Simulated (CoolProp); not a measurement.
Vapour pressure (MPa) of R1234yf: the reference equation beside estimates from Tc = 367.8 K, pc = 3.384 MPa, ω = 0.276. Clausius-Clapeyron is anchored at 276.9 K with a constant enthalpy of vaporisation of 18.36 kJ/mol.

Values from CoolProp's reference Helmholtz-energy equation of state, Lemmon 2022.

| T (K) | reference | Lee-Kesler | Clausius-Clapeyron | Redlich-Kwong | Soave-Redlich-Kwong | Peng-Robinson |
|---|---|---|---|---|---|---|
| 252.5 | 0.1469 | 0.1467 | 0.1657 | 0.2503 | 0.1467 | 0.1466 |
| 260.7 | 0.2024 | 0.2029 | 0.2181 | 0.3282 | 0.2027 | 0.2018 |
| 268.8 | 0.2718 | 0.2732 | 0.2816 | 0.4210 | 0.2731 | 0.2710 |
| 276.9 | 0.3580 | 0.3605 | 0.3580 | 0.5309 | 0.3608 | 0.3572 |
| 285 | 0.4636 | 0.4672 | 0.4491 | 0.6597 | 0.4683 | 0.4629 |
| 293.2 | 0.5927 | 0.5975 | 0.5578 | 0.8108 | 0.6001 | 0.5925 |
| 301.3 | 0.7451 | 0.7508 | 0.6830 | 0.9819 | 0.7558 | 0.7458 |
| 309.4 | 0.9250 | 0.9313 | 0.8275 | 1.176 | 0.9397 | 0.9272 |

Absolute difference from the reference over all 8 rows, mean and median: Lee-Kesler 0.6 and 0.7 %, Clausius-Clapeyron 6.5 and 6.8 %, Redlich-Kwong 46.7 and 45.3 %, Soave-Redlich-Kwong 0.9 and 0.9 %, Peng-Robinson 0.2 and 0.2 %.
